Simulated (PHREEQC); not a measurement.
**Metal-bearing waste water: speciation**

A solution holds 64 mmol/kgw ZnSO4, 4.6 mmol/kgw H3AsO4 and 0.86 mmol/kgw NaF, at 25 °C. Closed to the air; pH follows from the charge balance.

Equilibrium calculation in PHREEQC: ion-association model, wateq4f.dat.

Each row changes one thing in this solution. Precipitation was switched off in this run.

```tsv
case	pH	ionic strength (mol/kgw)	Zn+2 (mol/kgw)	SO4-2 (mol/kgw)	ZnSO4 (mol/kgw)	Zn(SO4)2-2 (mol/kgw)	SI of Goslarite (ZnSO4:7H2O)	SI of Mirabilite (Na2SO4:10H2O)
as made	2.85	0.135	0.0335	0.0265	0.0250	0.00545	-2.00	-7.34
H3AsO4 from 0.0046 to 0.0092 mol/kgw	2.59	0.138	0.0341	0.0260	0.0246	0.00526	-2.01	-7.36
NaF from 0.00086 to 0.00172 mol/kgw	2.90	0.136	0.0335	0.0266	0.0249	0.00547	-2.00	-6.74
ZnSO4 from 0.064 to 0.0704 mol/kgw	2.86	0.147	0.0364	0.0284	0.0275	0.00641	-1.96	-7.33
ZnSO4 from 0.064 to 0.032 mol/kgw	2.80	0.0757	0.0186	(withheld)	0.0119	0.00156	-2.33	-7.44
NaF from 0.00086 to 0.000946 mol/kgw	2.86	0.135	0.0335	0.0265	0.0250	0.00545	-2.00	-7.26
H3AsO4 from 0.0046 to 0.00046 mol/kgw	3.84	0.133	0.0329	0.0271	0.0254	0.00567	-2.00	-7.33
ZnSO4 from 0.064 to 0.0128 mol/kgw	2.73	0.0365	0.00859	0.00754	(withheld)	0.000247	-2.81	-7.61
```

Q: Complete the blanks.

A: 
- ZnSO4 from 0.064 to 0.032 mol/kgw, SO4-2 (mol/kgw): 0.0157
- ZnSO4 from 0.064 to 0.0128 mol/kgw, ZnSO4 (mol/kgw): 0.00394

Species that the database lacks are ignored. The database has no arsenate complexes of Zn.
